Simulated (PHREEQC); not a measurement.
A solution holds 0.098 mol/kgw Fe(NO3)3, at 66 °C. Closed to the air; pH follows from the charge balance.

Equilibrium calculation in PHREEQC: ion-association model, wateq4f.dat.

Each row changes one thing in this solution. No solid was allowed to form.

| case | pH | ionic strength (mol/kgw) |
|---|---|---|
| as made | 1.37 | 0.547 |
| 0.084 mol/kgw K3PO4 added | 4.82 | 0.422 |
| temperature from 66 to 5 °C | 1.83 | 0.581 |
| Fe(NO3)3 replaced by Ba(NO3)2 at the same molality | 6.41 | 0.294 |
| Fe(NO3)3 from 0.098 to 0.147 mol/kgw | 1.30 | 0.817 |
| temperature from 66 to 55 °C | 1.43 | 0.555 |
| Fe(NO3)3 from 0.098 to 0.196 mol/kgw | 1.27 | 1.08 |
| diluted 5-fold with water | 1.89 | 0.101 |
| temperature from 66 to 85 °C | 1.29 | 0.534 |

The ionic strength passes 0.7 mol/kgw, the rough limit of the ion-association models, in Fe(NO3)3 from 0.098 to 0.147 mol/kgw; Fe(NO3)3 from 0.098 to 0.196 mol/kgw. Some of these states are supersaturated (in Hematite (slow to form), Goethite (slow to form), Strengite, for instance). H3PO4, which wateq4f.dat lacks, is added to it with the constant of phreeqc.dat. At this temperature some constants are extrapolated from 25 °C, and those without enthalpy data are left unchanged.
